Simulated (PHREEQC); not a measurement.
Phosphoric acid bath: an equilibrium model

Consider water at 82 °C with 0.035 mol H3PO4, 0.00071 mol K2HPO4 and 4.9e-05 mol H3AsO4 per kg of water. Closed to the air; pH follows from the charge balance.

Computed with PHREEQC (ion-association model, wateq4f.dat).

Precipitation was switched off in this run.

**Question.** Predict the pH, ionic strength.

**Answer.** pH 2.04; ionic strength 0.0115 mol/kgw.

**Question.** In which forms is As present?

**Answer.** H3AsO4 72 %, H2AsO4- 28 % of the As.

H3PO4, which wateq4f.dat lacks, is added to it with the constant of phreeqc.dat. Constants without temperature data keep their 25 °C values here.
